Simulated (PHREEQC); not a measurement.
Consider water at 55 °C with 8.6 mmol/kgw Cu(BF4)2, 21 mmol/kgw HBF4 and 35 mmol/kgw H3BO3. Closed to the air; pH follows from the charge balance.

All values are PHREEQC results (ion-association model, phreeqc.dat), not measurements.

```json
{
  "pH": "1.76",
  "ionic_strength": "0.0463 mol/kgw",
  "total_alkalinity": "-136 meq/kg"
}
```

| species | molality | activity | log γ |
|---|---|---|---|
| H3BO3 | 0.0357 | 0.0361 | 0.005 |
| BF4- | 0.0334 | 0.0272 | -0.088 |
| H+ | 0.0205 | 0.0174 | -0.071 |
| Cu+2 | 0.00858 | 0.00406 | -0.325 |
| HF | 0.00811 | 0.00820 | 0.005 |
| BF3OH- | 0.00274 | 0.00224 | -0.088 |

No solid was allowed to form. Complexes and solids missing from the database can't appear. Away from 25 °C the constants follow the database's enthalpies or fits; those with neither stay at their 25 °C values. Real BF4- forms and hydrolyses slowly; the run takes it at equilibrium.
